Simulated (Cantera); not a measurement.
A closed system holds: 1 mol C6H6, 0.095 mol H2O, equilibrated at 3700000 Pa.

Method: chemical equilibrium by Gibbs-energy minimisation in Cantera with the NASA 1993 tables (ideal gas, pure condensed phases). Candidate condensed phases: C, C6H6, C7H8, C8H18, H2O; 110 gas species. The ideal-gas law is rough above about 30 bar. Rates play no part. All values below are at 2427 °C.

Base state: H2 0.934, CO 0.0298, C2H2 (acetylene) 0.0220, H 0.00903, CH4 0.00360, CH3 0.000597, C2H4 0.000288, C4H2 0.000216 (mole fractions); condensed: C(graphite).

Task: What changes in the equilibrium state with this change: H2O from 0.095 to 0.69 mol?

Result: 
| species | before | after |
|---|---|---|
| H2 | 0.934 | 0.811 |
| CO | 0.0298 | 0.157 |
| C2H2 (acetylene) | 0.0220 | 0.0191 |
| H2O | 1.58e-5 | 7.27e-5 |
| C3H4 (propyne) | 2.31e-5 | 1.74e-5 |
| C2H4 | 0.000288 | 0.000217 |
| CH4 | 0.00360 | 0.00272 |
| C(graphite), mol | 5.75 | 5.12 |
